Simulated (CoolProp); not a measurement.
Carbon dioxide along the isotherm 45.75 °C: Z from the reference equation and from simpler models built on Tc = 31.0 °C, pc = 7377 kPa, ω = 0.224; each cubic takes its own stable root.

The numbers come from the reference Helmholtz-energy equation of state, Span 1996 in CoolProp.

```tsv
p (kPa)	phase	reference	van der Waals	Peng-Robinson
233	gas	0.9907	0.9916	0.9896
394	gas	0.9842	0.9857	0.9824
664	gas	0.9732	0.9757	0.9702
1120	gas	0.9543	0.9585	(withheld)
1890	gas	0.9212	0.9281	0.9130
3190	gas	(withheld)	0.8727	0.8487
5390	gas	0.7455	0.7608	(withheld)
9100	supercritical	0.4454	0.3945	0.4456
15300	supercritical	(withheld)	0.4503	0.3611
25900	supercritical	(withheld)	(withheld)	0.4981
43700	supercritical	0.7617	1.020	0.7328
73800	supercritical	(withheld)	1.589	(withheld)
```

Problem. Some entries are withheld; supply them.

Solution. 
- 1120, Peng-Robinson: 0.9492
- 3190, reference: 0.8615
- 5390, Peng-Robinson: 0.7276
- 15300, reference: 0.3423
- 25900, reference: 0.4996
- 25900, van der Waals: 0.6665
- 73800, reference: 1.179
- 73800, Peng-Robinson: 1.108
